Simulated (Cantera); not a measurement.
Equilibrium for silicon carbide growth: CH₃SiH₃ + C₂H₄ + H₂

A closed system holds: 1 mol CH₃SiH₃, 0.016 mol C₂H₄, 210 mol H₂, at 0.133 bar.

Equilibrium computed with Cantera from the NASA thermochemical tables; the gas is ideal and each condensed phase is pure. Candidate condensed phases: C, C₆H₆, C₇H₈, C₈H₁₈, Si, SiC; 87 gas species. The feed counts by its element totals alone. Gases not in the tables: Si₂H₆ and higher silanes. The numbers say what is thermodynamically allowed, not how fast it happens.

```tsv
T (K)	log p H₂	log p H	log p Si	log p C₂H₂ (acetylene)	log p SiH	log p Si₂C	log p SiC₂	log p SiH₂	n SiC(s)
1350	-0.88	-6.06	-11.41	-8.20	-11.04	<-12	<-12	-9.34	1.000
1450	-0.88	-5.46	-10.27	-7.13	-10.11	<-12	<-12	-8.74	1.000
1550	-0.88	-4.94	-9.25	-6.24	-9.27	-11.90	-12.40	-8.20	1.000
1650	-0.88	-4.48	-8.28	-5.61	-8.46	-10.64	-10.93	-7.65	1.000
1750	-0.88	-4.07	-7.31	-5.28	-7.63	-9.40	-9.74	-7.05	1.000
1850	-0.88	-3.71	-6.38	-5.12	-6.82	-8.24	-8.75	-6.44	0.998
1950	-0.88	-3.38	-5.55	-4.97	-6.10	-7.21	-7.87	-5.90	0.992
2050	-0.88	-3.08	-4.86	-4.72	-5.52	-6.33	-7.01	-5.48	0.966
2150	-0.88	-2.82	-4.30	-4.37	-5.05	-5.61	-6.18	-5.16	0.884
2250	-0.88	-2.57	-3.82	-3.98	-4.66	-4.98	-5.38	-4.91	0.658
2350	-0.89	-2.35	-3.40	-3.60	-4.32	-4.42	-4.64	-4.69	0.0715
```
log p: log10 of the partial pressure in bar; n: condensed amount in mol.

From 1350 K to 2350 K the condensed part is SiC(s).
